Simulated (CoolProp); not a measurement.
A closed Brayton cycle with carbon dioxide: compressor inlet 323.15 K and 9.8 MPa, high pressure 29 MPa, turbine inlet 905 K, compressor efficiency 0.89, turbine efficiency 0.93, recuperator effectiveness 0.95 (on enthalpy, no pinch check). Each further row changes one setting.

Model: reference Helmholtz-energy equation of state, Span 1996, in CoolProp.

| case | thermal efficiency (%) | net work (kJ/kg) | compressor to turbine work | compressor exit (K) | turbine exit (K) |
|---|---|---|---|---|---|
| as stated | 41.5 | 118 | 0.27 | 393.5 | 763.0 |
| turbine inlet 855 K | 39.8 | 108 | 0.29 | 393.5 | 717.9 |
| compressor inlet 333.15 K | 40.4 | 108 | 0.34 | 419.0 | 763.0 |
| high pressure 24.6 MPa | 40.4 | 104 | 0.26 | 382.7 | 783.8 |
| recuperator effectiveness 0.5 | 24.5 | 118 | 0.27 | 393.5 | 763.0 |
